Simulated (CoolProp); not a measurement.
Vapour-liquid equilibrium of propylene (1) + cyclohexane (2) at 336.8 K; x and y are mole fractions of (1).

Model: multi-fluid Helmholtz-energy mixture model, Lemmon 2013 and Zhou 2014; pair parameters Bell 2016, in CoolProp.

```
x     bubble pressure, mixture model (kPa)  bubble pressure, Raoult's law (kPa)  y, mixture model  y, Raoult's law
----  ------------------------------------  -----------------------------------  ----------------  ---------------
0.05                                 194.5                                191.9             0.698            0.709
0.2                             (withheld)                                591.1             0.903            0.920
0.35                            (withheld)                                990.3        (withheld)            0.961
0.5                             (withheld)                                 1390        (withheld)            0.979
0.65                            (withheld)                                 1789             0.974            0.988
0.8                             (withheld)                                 2188             0.984            0.995
0.95                            (withheld)                                 2587             0.995            0.999
```

### Question
Some entries are withheld; supply them.

### Answer

- 0.2, bubble pressure, mixture model (kPa): 583.4
- 0.35, bubble pressure, mixture model (kPa): 952.3
- 0.35, y, mixture model: 0.943
- 0.5, bubble pressure, mixture model (kPa): 1311
- 0.5, y, mixture model: 0.962
- 0.65, bubble pressure, mixture model (kPa): 1672
- 0.8, bubble pressure, mixture model (kPa): 2056
- 0.95, bubble pressure, mixture model (kPa): 2520

The largest gap from Raoult's law is -6.5 % in bubble pressure, at x = 0.65. No azeotrope shows between x = 0.05 and 0.95.

Pair parameters are fitted to limited data, so mixtures are less certain than the pure fluids. The gap from Raoult's law changes sign with composition, which may be real or a fault of the pair parameters; it wasn't checked against measurements.
